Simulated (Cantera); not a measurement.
Standard-state values (1 bar) from the NASA 1993 polynomials, evaluated with Cantera. Values are per mole of reaction as written; species without (g) are pure solids or liquids, kept so even where they would boil at 1 bar.

Problem. Between 2348 and 2598 K, where is each reaction favourable under standard conditions?
- Ca(g) + H₂S(g) → CaS + 2 H(g)

Solution. 
- Ca(g) + H₂S(g) → CaS + 2 H(g): ΔG° is -108 kJ at 2348 K and -105 kJ at 2598 K; it stays negative (K > 1). ΔH° is -132 kJ and ΔS° -10 J/K at 2598 K.
